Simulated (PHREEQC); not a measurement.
4 g of hydrous ferric oxide (600 m²/g; 0.2 weak and 0.005 strong sites per Fe, Dzombak-Morel constants, diffuse double layer) in 1 kg of water with 0.01 mol/kgw of an inert sodium salt and 11 mmol/kgw CaCl2, at 25 °C; the pH is set by adding NaOH or the inert anion's acid. O2 is buffered at 0.21 atm. No CO2 enters from the air. Precipitation was switched off in this run.

Base run: PHREEQC, ion-association model, wateq4f.dat. Each further column changes one thing. The table gives surface charge σ (C/m²).

```
pH     base  background salt from 0.01 to 0.001 mol/kgw  oxide from 4 to 20 g/kgw  0.018 mol/kgw Na2SeO4 added
----  -----  ------------------------------------------  ------------------------  ---------------------------
3     0.356                                       0.354                         …                            …
4.33  0.254                                       0.243                     0.267                            …
5     0.176                                       0.166                         …                            …
5.67  0.111                                       0.103                     0.115                            …
7     0.035                                       0.032                     0.035                        0.019
8.33  0.011                                       0.010                     0.005                        0.010
9     0.009                                       0.008                    -0.007                        0.010
9.67  0.008                                       0.008                         …                        0.010
11    0.008                                       0.007                    -0.088                        0.009
```

### Question
What belongs in the gaps?

### Answer

- 3, oxide from 4 to 20 g/kgw: 0.360
- 3, 0.018 mol/kgw Na2SeO4 added: 0.043
- 4.33, 0.018 mol/kgw Na2SeO4 added: 0.042
- 5, oxide from 4 to 20 g/kgw: 0.185
- 5, 0.018 mol/kgw Na2SeO4 added: 0.041
- 5.67, 0.018 mol/kgw Na2SeO4 added: 0.036
- 9.67, oxide from 4 to 20 g/kgw: -0.024

The oxide is taken as insoluble; below pH 4 it would dissolve.
